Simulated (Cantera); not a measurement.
Cantera run:

```python
import numpy as np
import cantera as ct

gas_names = """
    CL CLF CLF3 CL2 F F2 N NF NF2 NF3 N2 Si SiCL SiCL2 SiCL3 SiCL4 SiF SiF2 SiF3 SiF4 SiN Si2 Si2N Si3
""".split()
cond_names = """
    Si(cr) Si(L) Si3N4(a)
""".split()


def load(file, names, dense=False):
    # The tables refer to 1 bar. Condensed volumes are neglected.
    table = {s.name: s for s in ct.Species.list_from_file(file)}
    out = []
    for n in names:
        d = dict(table[n].input_data)
        d["thermo"] = dict(d["thermo"], **{"reference-pressure": 1e5})
        if dense:
            d["equation-of-state"] = {"model": "constant-volume", "density": "1e6 g/cm^3"}
        out.append(ct.Species.from_dict(d))
    return out


gas = ct.Solution(thermo="ideal-gas", species=load("nasa_gas.yaml", gas_names))
cond = {s.name: ct.Solution(thermo="fixed-stoichiometry", species=[s], name=s.name)
        for s in load("nasa_condensed.yaml", cond_names, dense=True)}
atoms = {
    'Si': {'Si': 1},
    'Cl2': {'CL': 2},
    'NF3': {'N': 1, 'F': 3},
}
top_T = {'Si3N4(a)': 2400}  # K; cautious upper limits of use, not melting points


def equilibrate(T, P, feed):
    n = {}
    for name, mol in feed.items():
        for a, k in atoms[name].items():
            n[a] = n.get(a, 0.0) + k * mol
    gas.TPX = T, P, n
    mass = sum(n.values()) * gas.mean_molecular_weight
    gas.equilibrate("TP")
    valid = [c for c in cond.values() if c.min_temp <= T <= top_T.get(c.name, c.max_temp)]
    mix = ct.Mixture([(gas, mass / gas.mean_molecular_weight)] + [(c, 0.0) for c in valid])
    mix.T, mix.P = T, P
    mix.equilibrate("TP", solver="vcs", rtol=1e-11, max_steps=5000)
    return mix


results = []
feed = {'Si': 1, 'Cl2': 1.1, 'NF3': 3.2}  # mol
T = 1023  # K
P = 1000  # Pa
mix = equilibrate(T, P, feed)
results.append((T, P, feed, dict(zip(mix.species_names, mix.species_moles))))
x = sorted(zip(gas.X, gas.species_names), reverse=True)
print(f"T = {T:g} K  P = {P:g} Pa  gas = {mix.phase_moles(0):.4g} mol")
print("   x: " + "  ".join(f"{s} {v:.3e}" for v, s in x if v > 1e-06))
print("   condensed (mol): " + ("  ".join(f"{mix.phase(i).name} {mix.phase_moles(i):.4g}"
      for i in range(1, mix.n_phases) if mix.phase_moles(i) > 1e-12) or "none"))
```

Result:

```
T = 1023 K  P = 1000 Pa  gas = 7.701 mol
   x: F 3.120e-01  CLF 2.857e-01  N2 2.078e-01  SiF4 1.299e-01  F2 6.473e-02  NF3 2.159e-05  CL 9.243e-06  CLF3 4.597e-06  CL2 2.890e-06
   condensed (mol): none
```

Equilibrium computed with Cantera from the NASA thermochemical tables; the gas is ideal and each condensed phase is pure.
